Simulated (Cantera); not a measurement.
Input: 1 mol CO, a varied amount of H₂, at 823.15 K and 1.33 mbar.

Points: n(H2) (mol) = 7.6, 9.3, 11, 14, 17, 21, 26, 31, 39, 47, 58, 71, 87.

Cantera's Mixture.equilibrate('TP', solver="vcs", rtol=1e-11, max_steps=5000) on the NASA tables stopped like this:

```
T = 823.15 K  P = 133.322 Pa  n(H2) = 7.6 mol  gas = 8.57 mol
   x: H2 8.832e-01  CO 1.133e-01  H2O 1.760e-03
   condensed (mol): C(gr) 0.01378
ERROR: FAILURE its = 5001!

*******************************************************************************
CanteraError thrown by MultiPhase::equilibrate:
VCS solver failed. Return code: -1
*******************************************************************************
```

Task: What got this run through?

Result: Several could match; the one computed here: The failure is numerical, not chemical. The same input converged with solver="gibbs", rtol=1e-10, max_steps=50000, and the result passed a check of the equilibrium conditions:
```
T = 823.15 K  P = 133.322 Pa  n(H2) = 7.6 mol  gas = 8.57 mol
   x: H2 8.832e-01  CO 1.133e-01  H2O 1.760e-03
   condensed (mol): C(gr) 0.01378
T = 823.15 K  P = 133.322 Pa  n(H2) = 9.3 mol  gas = 10.27 mol
   x: H2 9.022e-01  CO 9.474e-02  H2O 1.503e-03  CH4 1.010e-03
   condensed (mol): C(gr) 0.01092
T = 823.15 K  P = 133.322 Pa  n(H2) = 11 mol  gas = 11.97 mol
   x: H2 9.158e-01  CO 8.141e-02  H2O 1.311e-03  CH4 1.041e-03
   condensed (mol): C(gr) 0.008276
T = 823.15 K  P = 133.322 Pa  n(H2) = 14 mol  gas = 14.96 mol
   x: H2 9.324e-01  CO 6.522e-02  CH4 1.079e-03  H2O 1.069e-03
   condensed (mol): C(gr) 0.003905
T = 823.15 K  P = 133.322 Pa  n(H2) = 17 mol  gas = 17.96 mol
   x: H2 9.434e-01  CO 5.439e-02  CH4 1.097e-03
   condensed (mol): none
T = 823.15 K  P = 133.322 Pa  n(H2) = 21 mol  gas = 21.96 mol
   x: H2 9.536e-01  CO 4.441e-02
   condensed (mol): none
T = 823.15 K  P = 133.322 Pa  n(H2) = 26 mol  gas = 26.95 mol
   x: H2 9.621e-01  CO 3.610e-02
   condensed (mol): none
T = 823.15 K  P = 133.322 Pa  n(H2) = 31 mol  gas = 31.95 mol
   x: H2 9.680e-01  CO 3.040e-02
   condensed (mol): none
T = 823.15 K  P = 133.322 Pa  n(H2) = 39 mol  gas = 39.94 mol
   x: H2 9.743e-01  CO 2.425e-02
   condensed (mol): none
T = 823.15 K  P = 133.322 Pa  n(H2) = 47 mol  gas = 47.94 mol
   x: H2 9.785e-01  CO 2.015e-02
   condensed (mol): none
T = 823.15 K  P = 133.322 Pa  n(H2) = 58 mol  gas = 58.93 mol
   x: H2 9.825e-01  CO 1.634e-02
   condensed (mol): none
T = 823.15 K  P = 133.322 Pa  n(H2) = 71 mol  gas = 71.92 mol
   x: H2 9.856e-01  CO 1.334e-02
   condensed (mol): none
T = 823.15 K  P = 133.322 Pa  n(H2) = 87 mol  gas = 87.91 mol
   x: H2 9.882e-01  CO 1.087e-02
   condensed (mol): none
```

The gas is ideal and each condensed phase is pure.
